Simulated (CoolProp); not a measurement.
Computed with CoolProp (reference Helmholtz-energy equation of state, Lemmon 2016).

Problem. For R115, give the phase and the density (kg/m³), cv (kJ/(kg K)), speed of sound (m/s), Joule-Thomson coefficient (K/MPa) at -48.75 °C and 0.289 MPa.

Solution. 
- -48.75 °C and 0.289 MPa: liquid; density 1580, cv 0.617, speed of sound 654, Joule-Thomson coefficient -0.356
